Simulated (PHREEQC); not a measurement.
A solution holds 0.042 mol NH4Cl, 0.0026 mol Na2CO3 and 1.1e-05 mol LiCl per kg of water, at 25 °C. Closed to the air; pH follows from the charge balance.

The numbers come from PHREEQC with the ion-association model, wateq4f.dat.

No solid was allowed to form.

### Question
What pH does the model give?

### Answer
pH 8.15.

### Question
In which forms is N present?

### Answer
NH4+ 94 %, NH3 6.2 % of the N.

Complexes and solids missing from the database can't appear.
